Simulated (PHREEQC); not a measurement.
Solution (25 °C): 0.0097 mol HF, 3.2e-05 mol NaF and 2.7e-06 mol H4SiO4 per kg of water. Closed to the air; pH follows from the charge balance.

Equilibrium calculation in PHREEQC: ion-association model, wateq4f.dat.

This is a speciation only: nothing precipitates in the calculation.

Q: Predict the pH.

A: pH 2.66.

Q: In which forms is F present?

A: HF 73 %, F- 23 %, H2F2 2.7 %, HF2- 1.3 % of the F.

SiF6-2 is the database's only silicon fluoride.
